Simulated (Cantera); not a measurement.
What does this Cantera script print?

```python
import numpy as np
import cantera as ct

gas_names = """
    B BH BH2 BH3 BN BO BO2 B2 B2O B2O2 B2O3 B3O3H3 H HBO HBO2 HNO HNO2 HNO3 HO2 H2 H2O H2O2 H3B3O6 N NH
    NH2 NH3 NH2OH NO NO2 NO3 N2 N2H2 N2H4 N2O O OH O2 O3
""".split()
cond_names = """
    B(b) B(L) BN(s) B2O3(L) B3O3H3(cr) H2O(s) H2O(L)
""".split()


# ... load() reads the species with a 1 bar reference pressure and builds the phases ...
atoms = {
    'B2H6': {'B': 2, 'H': 6},
    'O2': {'O': 2},
    'N2': {'N': 2},
}
top_T = {'BN(s)': 3200}  # K; cautious upper limits of use, not melting points


# ... equilibrate(T, P, feed) seeds the gas with the atoms and calls Mixture.equilibrate('TP', solver="vcs", rtol=1e-11, max_steps=5000) ...
results = []
feed = {'B2H6': 1, 'O2': 1.7, 'N2': 2.3}  # mol
T = 2248.15  # K
P = 240  # Pa
mix = equilibrate(T, P, feed)
results.append((T, P, feed, dict(zip(mix.species_names, mix.species_moles))))
x = sorted(zip(gas.X, gas.species_names), reverse=True)
print(f"T = {T:g} K  P = {P:g} Pa  gas = {mix.phase_moles(0):.4g} mol")
print("   x: " + "  ".join(f"{s} {v:.3e}" for v, s in x if v > 1e-05))
print("   condensed (mol): " + ("  ".join(f"{mix.phase(i).name} {mix.phase_moles(i):.4g}"
      for i in range(1, mix.n_phases) if mix.phase_moles(i) > 1e-12) or "none"))
```

It prints:

```
T = 2248.15 K  P = 240 Pa  gas = 6.752 mol
   x: N2 3.406e-01  H2 3.102e-01  HBO2 1.102e-01  H 8.360e-02  B2O3 6.063e-02  BO 4.329e-02  H2O 2.970e-02  HBO 1.375e-02  BO2 5.352e-03  OH 1.199e-03  B2O2 1.194e-03  O 2.228e-04  NO 6.033e-05
   condensed (mol): none
```

Equilibrium computed with Cantera from the NASA thermochemical tables; the gas is ideal and each condensed phase is pure. The feed counts by its element totals alone.
